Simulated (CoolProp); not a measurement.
The fluoroketone C6F12O (FK-5-1-12) along the isotherm 386.6 K: Z from the reference equation and from simpler models built on Tc = 441.8 K, pc = 1.869 MPa, ω = 0.471; each cubic takes its own stable root.

The numbers come from the reference Helmholtz-energy equation of state, McLinden 2015 in CoolProp.

```tsv
p (MPa)	phase	reference
0.216	gas	0.9304
0.431	gas	0.8506
0.647	liquid	0.04975
0.863	liquid	0.06610
1.08	liquid	0.08243
1.29	liquid	0.09812
1.51	liquid	0.1145
1.73	liquid	0.1307
1.94	liquid	0.1462
2.16	liquid	0.1623
2.37	liquid	0.1775
2.59	liquid	0.1935
2.8	liquid	0.2086
```

Problem. How far does each simpler model (van der Waals, Redlich-Kwong, Peng-Robinson) lie from the reference over these 13 states: mean and median of the absolute difference, and the worst?

Solution. 
- van der Waals: mean 247.4 %, median 63.7 %, worst +1577.2 % at 386.6 K and 0.647 MPa
- Redlich-Kwong: mean 132.2 %, median 20.7 %, worst +1500.4 % at 386.6 K and 0.647 MPa
- Peng-Robinson: mean 0.7 %, median 0.6 %, worst -1.7 % at 386.6 K and 2.8 MPa

At some of these states van der Waals, Redlich-Kwong gives the other phase, because its saturation line lies elsewhere.
